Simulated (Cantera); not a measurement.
Input (Python, Cantera) and output of one run.

```python
import numpy as np
import cantera as ct

gas_names = """
    CL CL2 H HCL H2 Si SiCL SiCL2 SiCL3 SiCL4 SiH SiHCL3 SiH2 SiH2CL2 SiH3 SiH3CL SiH4 Si2 Si3
""".split()
cond_names = """
    Si(cr) Si(L)
""".split()


def load(file, names, dense=False):
    # The tables refer to 1 bar. Condensed volumes are neglected.
    table = {s.name: s for s in ct.Species.list_from_file(file)}
    out = []
    for n in names:
        d = dict(table[n].input_data)
        d["thermo"] = dict(d["thermo"], **{"reference-pressure": 1e5})
        if dense:
            d["equation-of-state"] = {"model": "constant-volume", "density": "1e6 g/cm^3"}
        out.append(ct.Species.from_dict(d))
    return out


gas = ct.Solution(thermo="ideal-gas", species=load("nasa_gas.yaml", gas_names))
cond = {s.name: ct.Solution(thermo="fixed-stoichiometry", species=[s], name=s.name)
        for s in load("nasa_condensed.yaml", cond_names, dense=True)}
atoms = {
    'Si': {'Si': 1},
    'Cl2': {'CL': 2},
    'H2': {'H': 2},
}
top_T = {}  # K; cautious upper limits of use, not melting points


def equilibrate(T, P, feed):
    n = {}
    for name, mol in feed.items():
        for a, k in atoms[name].items():
            n[a] = n.get(a, 0.0) + k * mol
    gas.TPX = T, P, n
    mass = sum(n.values()) * gas.mean_molecular_weight
    gas.equilibrate("TP")
    valid = [c for c in cond.values() if c.min_temp <= T <= top_T.get(c.name, c.max_temp)]
    mix = ct.Mixture([(gas, mass / gas.mean_molecular_weight)] + [(c, 0.0) for c in valid])
    mix.T, mix.P = T, P
    mix.equilibrate("TP", solver="vcs", rtol=1e-11, max_steps=5000)
    return mix


results = []
feed = {'Si': 1, 'Cl2': 1.9, 'H2': 11}  # mol
T = 1275  # K
for P in [10000, 31000, 98000, 310000, 960000, 3000000]:
    mix = equilibrate(T, P, feed)
    results.append((T, P, feed, dict(zip(mix.species_names, mix.species_moles))))

top = {s: max(r[3][s] / sum(r[3][g] for g in gas_names) for r in results) for s in gas_names}
cols = sorted((s for s in top if top[s] > 0.0001), key=lambda s: -top[s])[:7]
seen = [c for c in cond_names if any(r[3].get(c, 0) > 1e-12 for r in results)]
print("log10 of partial pressures in bar; condensed amounts in mol")
print(f"{'P/Pa':>10s}" + "".join(f"{s[:9]:>10s}" for s in cols + seen))
for T, P, feed, n in results:
    ng = sum(n[g] for g in gas_names)
    print(f"{P:10.4g}" + "".join(f"{np.log10(max(n[s] / ng * P / 1e5, 1e-99)):10.3f}" for s in cols)
          + "".join(f"{n.get(c, 0):10.4g}" for c in seen))
```

Result:

```
log10 of partial pressures in bar; condensed amounts in mol
      P/Pa        H2       HCL     SiCL4    SiHCL3     SiCL2     SiCL3   SiH2CL2    Si(cr)
     1e+04    -1.076    -2.056    -2.564    -2.978    -2.623    -3.000    -4.249    0.1073
   3.1e+04    -0.577    -1.662    -1.986    -2.295    -2.334    -2.567    -3.461   0.08952
   9.8e+04    -0.070    -1.274    -1.446    -1.637    -2.064    -2.162    -2.685    0.0552
   3.1e+05     0.434    -0.896    -0.943    -1.007    -1.813    -1.785    -1.929  0.008116
   9.6e+05     0.926    -0.451    -0.446    -0.462    -1.712    -1.485    -1.336         0
     3e+06     1.422     0.028     0.056     0.055    -1.675    -1.216    -0.804         0
```

Cantera equilibrium calculation (NASA polynomials, part measured and part estimated; ideal gas, pure solids and liquids). The tables' values for SiCl3 are old estimates; treat these amounts as uncertain.
